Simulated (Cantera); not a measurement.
Mixture: CH4 : O2 : N2 = 0.7 : 3.51 : 15.8 (molar parts), at 7500 Torr, adiabatic and at constant pressure. Ignition delay is the time to a rise of 400 K.

Cantera simulation using GRI-Mech 3.0 (53 species, 325 reactions); the numbers are that mechanism's predictions, not measurements.

Task: Predict: delay at 1323 K; delay at 1523 K; delay at 1723 K; delay at 1923 K; apparent activation energy between 1823 and 2023 K.

Result: 
```json
{
  "delay at 1323 K": "0.916 ms",
  "delay at 1523 K": "0.131 ms",
  "delay at 1723 K": "27.9 µs",
  "delay at 1923 K": "8.86 µs",
  "apparent activation energy between 1823 and 2023 K": "140 kJ/mol"
}
```
